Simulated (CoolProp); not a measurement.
Vapour-liquid equilibrium of R143a (1) + R236FA (2) at -30.85 °C; x and y are mole fractions of (1).

Values from CoolProp's multi-fluid Helmholtz-energy mixture model, Lemmon and Jacobsen 2000 and Pan 2012; pair parameters Bell 2016.

**Question.** Give the bubble pressure and the first vapour's composition at x = 0.35, 0.425, 0.8. Is there an azeotrope?

**Answer.** x = 0.35: 0.8331 bar, y = 0.800; x = 0.425: 0.9690 bar, y = 0.847; x = 0.8: 1.683 bar, y = 0.969. No azeotrope shows between x = 0.05 and 0.95.

The pair parameters rest on a limited set of measurements; away from them the model extrapolates.
